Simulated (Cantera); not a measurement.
Equilibrium for silicon nitride deposition: SiH₂Cl₂ + N₂ + NH₃

Feed: 1 mol SiH₂Cl₂, 1.5 mol N₂, 1.8 mol NH₃, held at 133 Pa.

These are equilibrium values from Cantera (NASA tables, ideal gas, pure condensed phases), not measurements of a reactor. Candidate condensed phases: NH₄Cl, Si, Si₃N₄; 28 gas species. The tables' values for SiCl, SiCl₃, SiN are old estimates; treat these amounts as uncertain. Gases not in the tables: Si₂H₆ and higher silanes. Kinetics and transport are ignored.

From 700 K to 1500 K the condensed part is Si₃N₄(s). From 1700 K to 1900 K the condensed part is Si(l). At 2100 K nothing is condensed. The main Si-bearing gas is SiCl₄ at 700 K and Si at 2100 K. The share of Si in condensed phases is highest at 1100 K (98.2 %) and lowest at 2100 K (0.0 %).

```tsv
T (K)	log p H₂	log p N₂	log p HCl	log p SiCl₂	log p Si	log p H	log p Cl	log p SiCl₄	n Si₃N₄(s)	n Si(l)
700	-3.23	-3.43	-3.45	-14.31	<-14	<-14	<-14	-4.80	0.308	0
900	-3.24	-3.44	-3.41	-9.79	<-14	-11.55	-11.73	-5.19	0.323	0
1100	-3.25	-3.44	-3.40	-6.96	<-14	-9.21	-9.41	-5.48	0.327	0
1300	-3.24	-3.44	-3.42	-5.07	-12.27	-7.58	-7.82	-5.80	0.314	0
1500	-3.21	-3.40	-3.61	-4.13	-8.59	-6.36	-6.86	-6.85	0.205	0
1700	-3.21	-3.35	-3.85	-3.94	-6.17	-5.44	-6.19	-8.33	0	0.375
1900	-3.23	-3.35	-3.82	-3.98	-4.90	-4.71	-5.43	-9.22	0	0.338
2100	-3.30	-3.39	-3.78	-4.14	-4.08	-4.15	-4.77	-9.98	0	0
```
log p: log10 of the partial pressure in bar; n: condensed amount in mol.
